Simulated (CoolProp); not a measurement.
Vapour-liquid equilibrium of n-hexane (1) + hexamethyldisiloxane (MM) (2) at 0.0196 MPa; x and y are mole fractions of (1).

The numbers come from the multi-fluid Helmholtz-energy mixture model, Thol 2019 and Thol 2016; pair parameters Bell 2016 in CoolProp.

Task: Give the bubble temperature and the first vapour's composition at x = 0.125, 0.275, 0.35. Is there an azeotrope?

Result: x = 0.125: 47.8 °C, y = 0.280; x = 0.275: 43.0 °C, y = 0.514; x = 0.35: 40.7 °C, y = 0.606. No azeotrope shows between x = 0.05 and 0.95.

The pair parameters rest on a limited set of measurements; away from them the model extrapolates.
